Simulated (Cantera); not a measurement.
## Premixed flame

A freely propagating, adiabatic, planar premixed flame of 53.2 % H₂, 9.84 % O₂, 37.0 % N₂, equivalence ratio 2.7, unburnt at 450 K and 55000 Pa; mixture-averaged transport, grid criteria slope 0.08 and curve 0.16, no radiation.

Model: the H2/O2 subset of GRI-Mech 3.0, which has no nitrogen chemistry, integrated in Cantera. Burning velocities carry a grid error of a few per cent, more on coarse grids.

```json
[
 {"z (mm)": "-2.80", "T (K)": "450", "u (m/s)": "4.71", "x H₂": "0.532", "x O₂": "0.0984", "x H₂O": "<1e-8", "x OH": "<1e-8", "x HO₂": "<1e-8", "x H": "<1e-8"},
 {"z (mm)": "-1.87", "T (K)": "450", "u (m/s)": "4.71", "x H₂": "0.532", "x O₂": "0.0984", "x H₂O": "<1e-8", "x OH": "<1e-8", "x HO₂": "<1e-8", "x H": "<1e-8"},
 {"z (mm)": "-1.40", "T (K)": "450", "u (m/s)": "4.71", "x H₂": "0.532", "x O₂": "0.0984", "x H₂O": "<1e-8", "x OH": "<1e-8", "x HO₂": "<1e-8", "x H": "<1e-8"},
 {"z (mm)": "-0.934", "T (K)": "450", "u (m/s)": "4.71", "x H₂": "0.532", "x O₂": "0.0984", "x H₂O": "1.72e-7", "x OH": "<1e-8", "x HO₂": "2.30e-7", "x H": "<1e-8"},
 {"z (mm)": "-0.467", "T (K)": "481", "u (m/s)": "5.01", "x H₂": "0.528", "x O₂": "0.0984", "x H₂O": "0.00119", "x OH": "6.91e-5", "x HO₂": "0.000198", "x H": "0.000171"},
 {"z (mm)": "-0.234", "T (K)": "725", "u (m/s)": "7.37", "x H₂": "0.497", "x O₂": "0.0915", "x H₂O": "0.0219", "x OH": "0.000407", "x HO₂": "0.000105", "x H": "0.00739"},
 {"z (mm)": "0", "T (K)": "1090", "u (m/s)": "10.8", "x H₂": "0.416", "x O₂": "0.0613", "x H₂O": "0.0892", "x OH": "0.000892", "x HO₂": "3.98e-5", "x H": "0.0406"},
 {"z (mm)": "0.234", "T (K)": "1331", "u (m/s)": "13.1", "x H₂": "0.340", "x O₂": "0.0169", "x H₂O": "0.175", "x OH": "0.00141", "x HO₂": "1.02e-5", "x H": "0.0727"},
 {"z (mm)": "0.467", "T (K)": "1432", "u (m/s)": "14.1", "x H₂": "0.321", "x O₂": "0.00279", "x H₂O": "0.203", "x OH": "0.00128", "x HO₂": "1.61e-6", "x H": "0.0771"},
 {"z (mm)": "0.934", "T (K)": "1524", "u (m/s)": "14.9", "x H₂": "0.325", "x O₂": "0.000177", "x H₂O": "0.209", "x OH": "0.00136", "x HO₂": "9.75e-8", "x H": "0.0682"},
 {"z (mm)": "1.87", "T (K)": "1619", "u (m/s)": "15.7", "x H₂": "0.334", "x O₂": "5.64e-5", "x H₂O": "0.211", "x OH": "0.00143", "x HO₂": "3.29e-8", "x H": "0.0549"},
 {"z (mm)": "3.74", "T (K)": "1715", "u (m/s)": "16.5", "x H₂": "0.343", "x O₂": "3.58e-5", "x H₂O": "0.212", "x OH": "0.00136", "x HO₂": "2.17e-8", "x H": "0.0409"},
 {"z (mm)": "7.47", "T (K)": "1797", "u (m/s)": "17.2", "x H₂": "0.351", "x O₂": "1.95e-5", "x H₂O": "0.214", "x OH": "0.00114", "x HO₂": "1.29e-8", "x H": "0.0285"}
]
```
x: mole fraction of selected species; z is measured from the peak of heat release.

| Quantity | Result |
|---|---|
| laminar burning velocity | 471 cm/s |
| thermal thickness | 0.934 mm |
| peak x(OH) | 0.00143 |
| peak x(HO₂) | 0.000215 |
| peak x(H) | 0.0775 |
| grid points | 127 |
